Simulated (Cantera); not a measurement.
A closed system holds: 1 mol CH3SiCl3, 0.17 mol C2H4, 500 mol H2, equilibrated at 2073.15 K.

Method: chemical equilibrium by Gibbs-energy minimisation in Cantera with the NASA 1993 tables (ideal gas, pure condensed phases). Candidate condensed phases: C, C6H6, C7H8, C8H18, Si, SiC; 109 gas species. The feed counts by its element totals alone. Gases not in the tables: Si2H6 and higher silanes. The numbers say what is thermodynamically allowed, not how fast it happens.

Q: What share of the Si ends up in condensed phases as a function of P (Pa), at 100, 400, 1600, 6300, 25000, 100000?

A: 
```json
[
 {"P (Pa)": "100", "Si condensed (%)": "0.0", "as": "-"},
 {"P (Pa)": "400", "Si condensed (%)": "0.0", "as": "-"},
 {"P (Pa)": "1600", "Si condensed (%)": "62.7", "as": "SiC(s)"},
 {"P (Pa)": "6300", "Si condensed (%)": "86.7", "as": "SiC(s)"},
 {"P (Pa)": "25000", "Si condensed (%)": "94.7", "as": "SiC(s)"},
 {"P (Pa)": "100000", "Si condensed (%)": "96.9", "as": "SiC(s)"}
]
```
